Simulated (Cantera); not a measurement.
**Ignition delay**

Mixture: 3.85 % C3H8, 19.6 % O2, 73.9 % N2, 2.65 % CO2, at 0.908 atm, adiabatic and at constant pressure. Ignition delay is the time to a rise of 400 K.

Detailed kinetics in Cantera: GRI-Mech 3.0 (53 species, 325 reactions). GRI-Mech 3.0 was tuned for natural gas; its chemistry of propane as a main component is partial and can be far from experiment.

| T0 (K) | delay (ms) |
|---|---|
| 1175 | 11.2 |
| 1275 | 1.61 |
| 1375 | 0.344 |
| 1475 | 0.107 |
| 1575 | 0.0455 |
| 1675 | 0.0241 |

The apparent activation energy between 1475 and 1675 K is 150 kJ/mol.
